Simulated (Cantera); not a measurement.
**Roasting and sulfation: MgCO3 + SO3 + O2**

Feed: 1 mol MgCO3, 0.062 mol SO3, 8.2 mol O2, held at 1502 °C and 1.00 bar.

Equilibrium computed with Cantera from the NASA thermochemical tables; the gas is ideal and each condensed phase is pure. Candidate condensed phases: C, Mg, MgCO3, MgO, MgS, MgSO4, S; 26 gas species. The numbers say what is thermodynamically allowed, not how fast it happens.

```
Property                                    Value
--------------------------------------  ---------
x(O2)                                       0.886
x(CO2)                                      0.108
x(SO2)                                    0.00660
x(O)                                      9.01e-5
x(SO3)                                    7.14e-5
x(CO)                                     1.81e-5
n(MgO(s))                                1.00 mol
gas amount                              9.293 mol
log10 activity of S(l) (absent)            -10.40
log10 activity of Mg(l) (absent)           -11.86
log10 activity of C(graphite) (absent)     -12.58
```
